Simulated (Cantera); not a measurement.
## Silicon oxide and oxynitride deposition: SiH2Cl2 + O3

Feed: 1 mol SiH2Cl2, 1.2 mol O3, equilibrated at 13300 Pa.

Cantera equilibrium calculation (NASA polynomials, part measured and part estimated; ideal gas, pure solids and liquids). Candidate condensed phases: H2O, Si, SiO2; 30 gas species. The tables hold silica as quartz up to 1696 K and as liquid above; real silica turns to tridymite and cristobalite and melts near 1996 K. Gases not in the tables: Si(OH)4. Equilibrium is a limit: real reactors are often held back by kinetics, nucleation or transport.

| T (K) | x HCl | x O2 | x Cl | x H2O | x Cl2 | n SiO2(β-quartz) | n SiO2(condensed) |
|---|---|---|---|---|---|---|---|
| 1148 | 0.566 | 0.253 | 0.00219 | 0.0898 | 0.0887 | 1.00 | 0 |
| 1248 | 0.590 | 0.258 | 0.00560 | 0.0743 | 0.0714 | 1.00 | 0 |
| 1348 | 0.605 | 0.261 | 0.0123 | 0.0637 | 0.0575 | 1.00 | 0 |
| 1448 | 0.612 | 0.262 | 0.0237 | 0.0572 | 0.0453 | 1.00 | 0 |
| 1548 | 0.610 | 0.260 | 0.0405 | 0.0545 | 0.0342 | 1.00 | 0 |
| 1648 | 0.601 | 0.257 | 0.0620 | 0.0554 | 0.0244 | 1.00 | 0 |
| 1748 | 0.585 | 0.252 | 0.0865 | 0.0596 | 0.0165 | 0 | 1.00 |
| 1848 | 0.563 | 0.245 | 0.112 | 0.0665 | 0.0109 | 0 | 1.00 |
| 1948 | 0.539 | 0.237 | 0.138 | 0.0752 | 0.00706 | 0 | 1.000 |
x: gas mole fraction; n: condensed amount in mol.

From 1148 K to 1648 K the condensed part is SiO2(β-quartz). From 1748 K to 1948 K the condensed part is SiO2(condensed).
